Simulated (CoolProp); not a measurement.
Properties of n-undecane along the isotherm 272.85 °C (Tc = 365.7 °C, pc = 1.990 MPa, ω = 0.539).

Computed with CoolProp (reference Helmholtz-energy equation of state, Aleksandrov 2011). It is a short technical equation, of lower accuracy than the large ones.

```csv
p (MPa),phase,density (kg/m³),cv (kJ/(kg K)),Joule-Thomson coefficient (K/MPa),isothermal compressibility (1/MPa),expansivity (1/kK)
0.0629,gas,2.215,2.626,14.87,16.27,1.993
0.129,gas,4.659,2.634,15.55,8.147,2.190
0.265,gas,10.14,2.655,17.27,4.237,2.714
0.545,liquid,519.4,2.738,0.2049,0.01265,2.464
1.12,liquid,523.1,2.737,0.1626,0.01163,2.334
2.3,liquid,529.8,2.735,0.09425,0.01003,2.124
4.72,liquid,541.3,2.732,-1.831e-5,0.007915,1.831
9.69,liquid,559.4,2.730,-0.1071,0.005643,1.490
19.9,liquid,585.7,2.733,-0.2062,0.003663,1.152
```
